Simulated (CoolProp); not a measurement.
Vapour-liquid equilibrium of ethanol (1) + ethylbenzene (2) at 114.45 °C; x and y are mole fractions of (1).

Model: multi-fluid Helmholtz-energy mixture model, Schroeder 2014 and Zhou 2012; pair parameters Bell 2016, in CoolProp.

**Question.** Give the bubble pressure and the first vapour's composition at x = 0.25, 0.55, 0.85. Is there an azeotrope?

**Answer.** x = 0.25: 0.2452 MPa, y = 0.803; x = 0.55: 0.3017 MPa, y = 0.861; x = 0.85: 0.3396 MPa, y = 0.925. No azeotrope shows between x = 0.05 and 0.95.

Pair parameters are fitted to limited data, so mixtures are less certain than the pure fluids. With so large a gap from Raoult's law the liquid may split in two, which this calculation doesn't test in full.
